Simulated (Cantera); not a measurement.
A Cantera script and its output.

```python
import numpy as np
import cantera as ct

gas = ct.Solution("gri30.yaml")
gas.TPX = 1325, 300000, {'CH4': 1, 'C2H6': 0.07, 'C3H8': 0.095, 'O2': 4.86, 'N2': 18.3}
reactor = ct.IdealGasConstPressureReactor(gas, energy="on", clone=False)
net = ct.ReactorNet([reactor])
net.rtol, net.atol = 1e-08, 1e-16
show = ['CH4', 'C2H6', 'C3H8', 'CO', 'CH2CO']
times = np.geomspace(3e-06, 0.2, 12)

steps = ct.SolutionArray(gas, extra=["t"])
rows = []
print(f"{'t/s':>10s}{'T/K':>9s}{'P/Pa':>11s}" + "".join(f"{s:>11s}" for s in show))
for t in times:
    while net.time < t:
        t_next = net.step()
        steps.append(gas.state, t=t_next)
    rows.append([np.interp(t, steps.t, y) for y in (steps.T, steps.P, *steps(*show).X.T)])
    print(f"{t:10.3e}{rows[-1][0]:9.1f}{rows[-1][1]:11.4g}" + "".join(f"{x:11.3e}" for x in rows[-1][2:]))
rate = np.gradient(steps.T, steps.t)
print("integrator steps:", len(steps.t))
if steps.T.max() > steps.T[0] + 200:
    print(f"time of steepest temperature rise: {steps.t[rate.argmax()]:.4e} s")
gas.TPX = 1325, 300000, {'CH4': 1, 'C2H6': 0.07, 'C3H8': 0.095, 'O2': 4.86, 'N2': 18.3}
gas.equilibrate("HP")
print(f"equilibrium (HP): T = {gas.T:.1f} K  " + "  ".join(f"{s} {gas[s].X[0]:.3e}" for s in show))
```

Result:

```
       t/s      T/K       P/Pa        CH4       C2H6       C3H8         CO      CH2CO
 3.000e-06   1325.0      3e+05  4.111e-02  2.877e-03  3.904e-03  1.010e-10  4.247e-12
 8.235e-06   1324.9      3e+05  4.111e-02  2.876e-03  3.900e-03  1.424e-09  8.505e-11
 2.260e-05   1324.9      3e+05  4.110e-02  2.873e-03  3.889e-03  2.943e-08  1.833e-09
 6.205e-05   1324.9      3e+05  4.104e-02  2.860e-03  3.838e-03  1.346e-06  7.568e-08
 1.703e-04   1327.3      3e+05  4.059e-02  2.840e-03  3.584e-03  4.642e-05  2.781e-06
 4.675e-04   1403.9      3e+05  3.240e-02  1.879e-03  1.215e-03  5.233e-03  3.805e-04
 1.283e-03   2417.7      3e+05  3.858e-19  7.589e-36  9.374e-52  2.575e-03  2.586e-21
 3.523e-03   2415.2      3e+05  3.767e-19  6.879e-36  3.185e-52  2.551e-03  2.493e-21
 9.670e-03   2409.7      3e+05  3.566e-19  6.219e-36  2.745e-52  2.497e-03  2.290e-21
 2.654e-02   2401.9      3e+05  3.289e-19  5.357e-36  2.206e-52  2.421e-03  2.017e-21
 7.286e-02   2398.2      3e+05  3.164e-19  4.986e-36  1.986e-52  2.387e-03  1.896e-21
 2.000e-01   2398.0      3e+05  3.158e-19  4.969e-36  1.976e-52  2.385e-03  1.891e-21
integrator steps: 1864
time of steepest temperature rise: 5.1608e-04 s
equilibrium (HP): T = 2398.0 K  CH4 4.718e-19  C2H6 8.771e-36  C3H8 3.664e-52  CO 2.385e-03  CH2CO 2.550e-21
```

Cantera simulation using GRI-Mech 3.0 (53 species, 325 reactions); the numbers are that mechanism's predictions, not measurements.
